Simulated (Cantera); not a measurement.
A Cantera script and what it prints.

```python
import numpy as np
import cantera as ct

gas_names = [...]  # 131 gases of nasa_gas.yaml made of C, H, O
cond_names = """
    C(gr) C6H6(L) C7H8(L) C8H18(L),n-octa H2O(s) H2O(L)
""".split()


# ... load() reads the species with a 1 bar reference pressure and builds the phases ...
atoms = {
    'CO': {'C': 1, 'O': 1},
    'H2O': {'H': 2, 'O': 1},
    'H2': {'H': 2},
}
top_T = {'C(gr)': 4500}  # K; cautious upper limits of use, not melting points


# ... equilibrate(T, P, feed) seeds the gas with the atoms and calls Mixture.equilibrate('TP', solver="vcs", rtol=1e-11, max_steps=5000) ...
results = []
feed = {'CO': 1, 'H2O': 0.93, 'H2': 11}  # mol
P = 11  # Pa
for T in [3000, 3500, 4000, 4500, 5000]:
    mix = equilibrate(T, P, feed)
    results.append((T, P, feed, dict(zip(mix.species_names, mix.species_moles))))

top = {s: max(r[3][s] / sum(r[3][g] for g in gas_names) for r in results) for s in gas_names}
cols = sorted((s for s in top if top[s] > 0.0001), key=lambda s: -top[s])[:8]
seen = [c for c in cond_names if any(r[3].get(c, 0) > 1e-12 for r in results)]
print("log10 of partial pressures in bar; condensed amounts in mol")
print(f"{'T/K':>10s}" + "".join(f"{s[:9]:>10s}" for s in cols + seen))
for T, P, feed, n in results:
    ng = sum(n[g] for g in gas_names)
    print(f"{T:10.4g}" + "".join(f"{np.log10(max(n[s] / ng * P / 1e5, 1e-99)):10.3f}" for s in cols)
          + "".join(f"{n.get(c, 0):10.4g}" for c in seen))
```

Result:

```
log10 of partial pressures in bar; condensed amounts in mol
       T/K         H         O        CO         C        H2  Electron        C+        OH
      3000    -3.994    -5.403    -5.368   -11.611    -6.385   -12.271   -15.921    -7.581
      3500    -3.993    -5.402    -5.370    -8.885    -7.528   -10.572   -12.026    -8.702
      4000    -3.993    -5.387    -5.385    -6.861    -8.391    -9.089    -9.317    -9.535
      4500    -4.001    -5.228    -5.664    -5.699    -9.079    -7.750    -7.791   -10.045
      5000    -4.008    -5.116    -6.565    -5.428    -9.633    -6.929    -6.969   -10.470
```

Equilibrium computed with Cantera from the NASA thermochemical tables; the gas is ideal and each condensed phase is pure.
